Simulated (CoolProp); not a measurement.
Vapour pressure (MPa) of cyclopropane: the reference equation beside estimates from Tc = 125.5 °C, pc = 5.605 MPa, ω = 0.131. Clausius-Clapeyron is anchored at 52.95 °C with a constant enthalpy of vaporisation of 14.99 kJ/mol.

Model: reference Helmholtz-energy equation of state, Polt 1992, in CoolProp. This equation is an older, rougher fit; its heat capacities, sound speeds and derivatives of the liquid may be far off and weren't checked against measurements.

```json
[
 {"T (°C)": "12.05", "reference": "0.5021", "Lee-Kesler": "0.5004", "Clausius-Clapeyron": "0.6518"},
 {"T (°C)": "18.85", "reference": "0.6115", "Lee-Kesler": "0.6099", "Clausius-Clapeyron": "0.7552"},
 {"T (°C)": "25.65", "reference": "0.7374", "Lee-Kesler": "0.7362", "Clausius-Clapeyron": "0.8692"},
 {"T (°C)": "32.55", "reference": "0.8836", "Lee-Kesler": "0.8828", "Clausius-Clapeyron": "0.9960"},
 {"T (°C)": "39.35", "reference": "1.047", "Lee-Kesler": "1.047", "Clausius-Clapeyron": "1.132"},
 {"T (°C)": "46.15", "reference": "1.233", "Lee-Kesler": "1.232", "Clausius-Clapeyron": "1.281"},
 {"T (°C)": "52.95", "reference": "1.441", "Lee-Kesler": "1.440", "Clausius-Clapeyron": "1.441"},
 {"T (°C)": "59.85", "reference": "1.677", "Lee-Kesler": "1.676", "Clausius-Clapeyron": "1.615"},
 {"T (°C)": "66.65", "reference": "1.936", "Lee-Kesler": "1.934", "Clausius-Clapeyron": "1.800"},
 {"T (°C)": "73.45", "reference": "2.223", "Lee-Kesler": "2.221", "Clausius-Clapeyron": "1.998"},
 {"T (°C)": "80.25", "reference": "2.541", "Lee-Kesler": "2.537", "Clausius-Clapeyron": "2.208"},
 {"T (°C)": "87.15", "reference": "2.896", "Lee-Kesler": "2.891", "Clausius-Clapeyron": "2.435"},
 {"T (°C)": "93.95", "reference": "3.280", "Lee-Kesler": "3.274", "Clausius-Clapeyron": "2.672"},
 {"T (°C)": "100.75", "reference": "3.701", "Lee-Kesler": "3.695", "Clausius-Clapeyron": "2.921"},
 {"T (°C)": "107.55", "reference": "4.161", "Lee-Kesler": "4.157", "Clausius-Clapeyron": "3.184"}
]
```

Absolute difference from the reference over all 15 rows, mean and median: Lee-Kesler 0.1 and 0.1 %, Clausius-Clapeyron 13.9 and 13.1 %.
